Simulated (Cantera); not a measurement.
Charge: 1 mol SiCl₄, 0.036 mol HCl, 760 mol H₂, equilibrated at 0.670 bar.

Cantera equilibrium calculation (NASA polynomials, part measured and part estimated; ideal gas, pure solids and liquids). Candidate condensed phases: Si; 19 gas species. The tables' values for SiCl are old estimates; treat these amounts as uncertain. Gases not in the tables: Si₂H₆ and higher silanes. Kinetics and transport are ignored.

log p: log10 of the partial pressure in bar; n: condensed amount in mol.

```tsv
T (K)	log p H₂	log p H	log p HCl	log p Si	n Si(s)	n Si(l)
1473	-0.18	-4.99	-2.46	-8.26	0.931	0
1623	-0.18	-4.25	-2.47	-6.81	0.922	0
1773	-0.18	-3.63	-2.46	-5.67	0	0.909
1923	-0.18	…	-2.46	…	0	0.858
2073	-0.18	-2.67	-2.46	-4.00	0	0.653
2223	-0.18	…	-2.47	…	0	0
2373	-0.18	-1.95	-2.46	-3.25	0	0
2523	-0.19	-1.65	-2.47	-3.20	0	0
2673	-0.20	-1.39	-2.48	-3.17	0	0
```

Task: Fill in the missing entries.

Result: 
- 1923, log p H: -3.11
- 1923, log p Si: -4.77
- 2223, log p H: -2.28
- 2223, log p Si: -3.36
